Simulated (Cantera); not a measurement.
A freely propagating, adiabatic, planar premixed flame of CO : H2 : O2 : N2 = 1 : 0.38 : 0.627 : 2.36 (molar parts), equivalence ratio 1.1, unburnt at 625 K and 9.87 atm; mixture-averaged transport, grid criteria slope 0.08 and curve 0.16, no radiation.

Computed with Cantera and GRI-Mech 3.0 (53 species, 325 reactions). The hydrogen kinetics of GRI-Mech 3.0 are dated; newer H2 mechanisms differ, most at raised pressure. Burning velocities carry a grid error of a few per cent, more on coarse grids.

x: mole fraction of selected species; z is measured from the peak of heat release.

```
z (mm)   T (K)  u (m/s)    x CO     x H2    x O2       x H      x OH    x N2O
-------  -----  -------  ------  -------  ------  --------  --------  -------
-0.129     625     1.97   0.229   0.0868   0.144     <1e-8     <1e-8    <1e-8
-0.0863    625     1.97   0.229   0.0859   0.144     <1e-8     <1e-8    <1e-8
-0.0647    626     1.97   0.230   0.0841   0.144     <1e-8     <1e-8    <1e-8
-0.0431    630     1.97   0.231   0.0789   0.145     <1e-8     <1e-8    <1e-8
-0.0216    702     2.16   0.233   0.0612   0.145   1.29e-6   2.01e-6    <1e-8
-0.0108    993     3.01   0.223   0.0414   0.132  0.000334  0.000338  5.98e-8
0         1475     4.39   0.191   0.0196  0.0981   0.00328   0.00237  3.65e-7
0.0108    1814     5.29   0.152  0.00862  0.0649   0.00610   0.00575  8.31e-7
0.0216    2011     5.78   0.122  0.00661  0.0473   0.00662   0.00800  1.02e-6
0.0431    2215     6.25  0.0946  0.00639  0.0333   0.00545   0.00934  1.03e-6
0.0863    2387     6.65     [?]      [?]     [?]       [?]   0.00886  1.01e-6
0.173     2512     6.94  0.0652  0.00441  0.0181   0.00184   0.00754  9.63e-7
0.345     2590     7.11  0.0566  0.00371  0.0137   0.00118   0.00643  8.84e-7
```

What belongs in the gaps?


- 0.0863, x CO: 0.0774
- 0.0863, x H2: 0.00550
- 0.0863, x O2: 0.0244
- 0.0863, x H: 0.00328
